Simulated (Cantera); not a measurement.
An isothermal plug-flow reactor at 675 K and 2.80 bar (inlet), inlet velocity 0.24 m/s, active area per volume 2900 1/m; feed 1.46 % CO, 6.40 % O₂, 88.8 % N₂, 3.37 % H₂O.

Model: Deutschmann's 1995 Pt surface mechanism with GRI-Mech 3.0 gas chemistry, integrated in Cantera. Catalytic surfaces can have several steady states; this one follows from the mechanism file's or the stated starting coverage. Mass transfer to the wall is taken as infinitely fast.

Question: Predict: x(CO) at z = 0.073 m; x(O₂) at z = 0.073 m; x(H₂O) at z = 0.073 m; x(CO₂) at z = 0.073 m; θ(free Pt) at the exit; θ(O*) at the exit; θ(OH*) at the exit.

Answer: 
| Quantity | Result |
|---|---|
| x(CO) at z = 0.073 m | 4.00e-5 |
| x(O₂) at z = 0.073 m | 0.0572 |
| x(H₂O) at z = 0.073 m | 0.0340 |
| x(CO₂) at z = 0.073 m | 0.0147 |
| θ(free Pt) at the exit | 0.00369 |
| θ(O*) at the exit | 0.992 |
| θ(OH*) at the exit | 0.00435 |
